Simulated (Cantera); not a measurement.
An isothermal, constant-pressure homogeneous reactor starts with 3.19 % H2, 96.8 % O2, at 1423 K and 990 Pa.

Computed with Cantera and the H2/O2 subset of GRI-Mech 3.0, which has no nitrogen chemistry. Radical loss at walls, strong at low pressure, is not modelled.

x: mole fraction; the columns are a selection and need not sum to one.

```csv
t (s),x H2,x O2,x OH,x H,x H2O,x HO2,x O
4.00e-6,0.0319,0.968,2.20e-10,2.72e-9,2.95e-12,2.94e-9,2.21e-10
1.32e-5,0.0319,0.968,…,7.65e-9,9.62e-11,9.69e-9,2.13e-9
4.35e-5,0.0319,0.968,…,1.76e-8,2.64e-9,3.19e-8,1.70e-8
0.000143,0.0319,0.968,…,4.63e-8,5.81e-8,1.05e-7,1.17e-7
0.000473,0.0319,0.968,…,4.91e-7,1.97e-6,3.46e-7,1.82e-6
0.00156,0.0279,0.965,…,0.000584,0.00286,9.18e-7,0.00227
0.00514,0.000364,0.939,0.00416,0.00246,0.0283,8.64e-7,0.0253
0.0169,0.000349,0.941,0.00408,0.00229,0.0284,8.50e-7,0.0242
0.0558,0.000305,0.944,0.00382,0.00185,0.0289,8.04e-7,0.0209
0.184,0.000203,0.952,…,0.000971,0.0299,6.70e-7,0.0135
0.607,7.44e-5,0.962,…,0.000208,0.0312,3.96e-7,0.00481
2.00,1.38e-5,0.966,…,1.63e-5,0.0320,1.35e-7,0.000874
```

**Question.** Some entries are withheld; supply them.

**Answer.** 
- 1.32e-5, x OH: 2.11e-9
- 4.35e-5, x OH: 1.63e-8
- 0.000143, x OH: 1.06e-7
- 0.000473, x OH: 1.56e-6
- 0.00156, x OH: 0.00180
- 0.184, x OH: 0.00313
- 0.607, x OH: 0.00190
- 2.00, x OH: 0.000822
